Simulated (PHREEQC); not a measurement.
1 g of hydrous ferric oxide (600 m²/g; 0.2 weak and 0.005 strong sites per Fe, Dzombak-Morel constants, diffuse double layer) in 1 kg of water with 0.1 mol/kgw of an inert sodium salt, at 25 °C; the pH is set by adding NaOH or the inert anion's acid. Oxygen is held at 0.21 atm. The system is closed to CO2. Nothing may precipitate in this run.

Equilibrium calculation in PHREEQC: ion-association model, wateq4f.dat.

**Question.** Predict surface charge σ (C/m²) at pH = 4, 5.5, 9.

**Answer.** 
```tsv
pH	surface charge σ (C/m²)
4	0.321
5.5	0.159
9	-0.034
```

Species that the database lacks are ignored.
